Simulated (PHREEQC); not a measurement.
0.35 g of hydrous ferric oxide (600 m²/g; 0.2 weak and 0.005 strong sites per Fe, Dzombak-Morel constants, diffuse double layer) in 1 kg of water with 0.1 mol/kgw of an inert sodium salt and 0.0034 mmol/kgw Na2HAsO4 and 2.4 mmol/kgw CaCl2, at 25 °C; the pH is set by adding NaOH or the inert anion's acid. Oxygen alone is held at its pressure in air (log pO2 = -0.68). No CO2 enters from the air. Nothing may precipitate in this run.

All values are PHREEQC results (ion-association model, wateq4f.dat), not measurements.

```tsv
pH	As sorbed (%)	Ca sorbed (%)	surface charge σ (C/m²)	surface potential ψ (mV)
4	100.0	0.0	0.321	145
4.5	100.0	0.0	0.274	137
5	100.0	0.0	0.217	125
5.5	100.0	0.0	0.160	110
6	100.0	0.0	0.113	92
6.5	100.0	0.1	0.075	73
7	100.0	0.5	0.047	53
7.5	100.0	1.0	0.026	32
8	100.0	2.5	0.010	14
8.5	100.0	6.7	0.003	4
9	100.0	11.5	0.001	1
9.5	100.0	14.5	0.000	0
10	100.0	15.9	0.000	0
```

The database has no arsenate complexes of Ca.
